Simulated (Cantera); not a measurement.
Feed: 1 mol CsOH, 0.43 mol H₂O, a varied amount of O₂, held at 1775 K and 1.33 mbar.

These are equilibrium values from Cantera (NASA tables, ideal gas, pure condensed phases), not measurements of a reactor. Candidate condensed phases: Cs, CsOH, H₂O; 15 gas species. Kinetics and transport are ignored.

### Question
At 12 mol O₂, list the 5 most abundant gas species with their mole fractions, and the condensed phases.

### Answer
O₂ 0.879, CsOH 0.0474, H₂O 0.0426, Cs 0.0253, OH 0.00289. Condensed: gas only.
